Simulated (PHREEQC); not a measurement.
Consider water at 86 °C with 0.11 mol/kgw CuCl2, 0.0055 mol/kgw HBF4 and 5.2e-05 mol/kgw FeCl3. Closed to the air; pH follows from the charge balance.

Equilibrium calculation in PHREEQC: ion-association model, wateq4f.dat.

Each row changes one thing in this solution. This is a speciation only: nothing precipitates in the calculation.

```json
[
 {"case": "as made", "pH": "2.48", "ionic strength (mol/kgw)": "0.200", "Cl- (mol/kgw)": "0.151", "FeOH+2 (mol/kgw)": "3.27e-8", "Fe(OH)2+ (mol/kgw)": "7.84e-9", "Fe+3 (mol/kgw)": "2.16e-9", "SI of Goethite (FeOOH)": "+0.57", "SI of Hematite (Fe2O3)": "+3.39"},
 {"case": "CuCl2 left out", "pH": "2.47", "ionic strength (mol/kgw)": "0.00363", "Cl- (mol/kgw)": "0.000156", "FeOH+2 (mol/kgw)": "1.10e-8", "Fe(OH)2+ (mol/kgw)": "5.92e-9", "Fe+3 (mol/kgw)": "3.99e-10", "SI of Goethite (FeOOH)": "+0.56", "SI of Hematite (Fe2O3)": "+3.36"},
 {"case": "diluted 5-fold with water", "pH": "3.03", "ionic strength (mol/kgw)": "0.0517", "Cl- (mol/kgw)": "0.0364", "FeOH+2 (mol/kgw)": "1.18e-8", "Fe(OH)2+ (mol/kgw)": "1.47e-8", "Fe+3 (mol/kgw)": "1.81e-10", "SI of Goethite (FeOOH)": "[?]", "SI of Hematite (Fe2O3)": "+5.14"},
 {"case": "HBF4 from 0.0055 to 0.00275 mol/kgw", "pH": "2.72", "ionic strength (mol/kgw)": "0.197", "Cl- (mol/kgw)": "0.151", "FeOH+2 (mol/kgw)": "3.97e-8", "Fe(OH)2+ (mol/kgw)": "1.70e-8", "Fe+3 (mol/kgw)": "1.47e-9", "SI of Goethite (FeOOH)": "+1.16", "SI of Hematite (Fe2O3)": "+4.56"},
 {"case": "CuCl2 from 0.11 to 0.165 mol/kgw", "pH": "2.47", "ionic strength (mol/kgw)": "0.275", "Cl- (mol/kgw)": "0.214", "FeOH+2 (mol/kgw)": "3.76e-8", "Fe(OH)2+ (mol/kgw)": "8.10e-9", "Fe+3 (mol/kgw)": "2.58e-9", "SI of Goethite (FeOOH)": "+0.57", "SI of Hematite (Fe2O3)": "+3.38"},
 {"case": "HBF4 left out", "pH": "3.67", "ionic strength (mol/kgw)": "0.195", "Cl- (mol/kgw)": "0.151", "FeOH+2 (mol/kgw)": "1.07e-5", "Fe(OH)2+ (mol/kgw)": "4.08e-5", "Fe+3 (mol/kgw)": "4.49e-8", "SI of Goethite (FeOOH)": "+5.48", "SI of Hematite (Fe2O3)": "+13.21"},
 {"case": "HBF4 replaced by Na2B4O7 at the same molality", "pH": "4.62", "ionic strength (mol/kgw)": "0.202", "Cl- (mol/kgw)": "0.157", "FeOH+2 (mol/kgw)": "1.47e-6", "Fe(OH)2+ (mol/kgw)": "4.89e-5", "Fe+3 (mol/kgw)": "6.98e-10", "SI of Goethite (FeOOH)": "+6.51", "SI of Hematite (Fe2O3)": "+15.26"},
 {"case": "diluted 10-fold with water", "pH": "3.22", "ionic strength (mol/kgw)": "[?]", "Cl- (mol/kgw)": "0.0193", "FeOH+2 (mol/kgw)": "1.65e-8", "Fe(OH)2+ (mol/kgw)": "3.66e-8", "Fe+3 (mol/kgw)": "1.47e-10", "SI of Goethite (FeOOH)": "+2.06", "SI of Hematite (Fe2O3)": "+6.35"}
]
```

What belongs in the gaps?


- diluted 5-fold with water, SI of Goethite (FeOOH): +1.45
- diluted 10-fold with water, ionic strength (mol/kgw): 0.0282

Some of these states are supersaturated (in Hematite (slow to form), Goethite (slow to form), Atacamite, for instance). At this temperature some constants are extrapolated from 25 °C, and those without enthalpy data are left unchanged. Real BF4- forms and hydrolyses slowly; the run takes it at equilibrium. Fluoro complexes past AlF4- and FeF3 are missing from the database.
